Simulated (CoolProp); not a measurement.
The numbers come from the reference Helmholtz-energy equation of state, Thol 2012 in CoolProp.

Task: Give the vapour pressure (kPa), vapour density (kg/m³), liquid cp (kJ/(kg K)), liquid viscosity (µPa s) of saturated benzene at 223.65 °C.

Result: 
| T (°C) | p (kPa) | vapour density (kg/m³) | liquid cp (kJ/(kg K)) | liquid viscosity (µPa s) |
|---|---|---|---|---|
| 223.65 | 2070 | 54.6 | 2.61 | 96.2 |

Viscosity comes from a separate model (Avgeri 2014).
